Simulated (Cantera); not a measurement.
Input: 1 mol Si, 1.1 mol H2O, 16 mol H2, 0.041 mol CO2, at 1850 K and 11.0 Pa.

Method: chemical equilibrium by Gibbs-energy minimisation in Cantera with the NASA 1993 tables (ideal gas, pure condensed phases). Candidate condensed phases: C, C6H6, C7H8, C8H18, H2O, Si, SiC, SiO2; 123 gas species. Kinetics and transport are ignored.

Base state: H2 0.888, SiO 0.0538, H 0.0484, H2O 0.00755, CO 0.00220, OH 3.04e-5 (mole fractions); condensed: gas only.

**Question.** What changes in the equilibrium state with this change: 0.066 mol CH4 added?

**Answer.** 
```json
[
 {"species": "H2", "before": "0.888", "after": "0.889"},
 {"species": "SiO", "before": "0.0538", "after": "0.0532"},
 {"species": "H", "before": "0.0484", "after": "0.0484"},
 {"species": "H2O", "before": "0.00755", "after": "0.00397"},
 {"species": "CO", "before": "0.00220", "after": "0.00569"},
 {"species": "OH", "before": "3.04e-5", "after": "1.60e-5"}
]
```

**Question.** What changes in the equilibrium state with this change: pressure from 11.0 Pa to 19.0 Pa?

**Answer.** 
```
species   before    after
-------  -------  -------
H2         0.888    0.899
SiO       0.0538   0.0541
H         0.0484   0.0371
OH       3.04e-5  2.31e-5
H2O      0.00755  0.00760
```

**Question.** What changes in the equilibrium state with this change: Si replaced by Si3N4?

**Answer.** 
```tsv
species	before	after
H2	0.888	0.751
N2	0	0.0904
Si	4.31e-8	0.0586
H	0.0484	0.0445
SiO	0.0538	0.0518
H2O	0.00755	4.52e-9
SiH	<1e-9	0.000528
Si(l), mol	0	0.508
```
The tables' values for SiN are old estimates; treat these amounts as uncertain. Gases not in the tables: Si2H6 and higher silanes. Further candidate phases: Si2N2O, Si3N4.
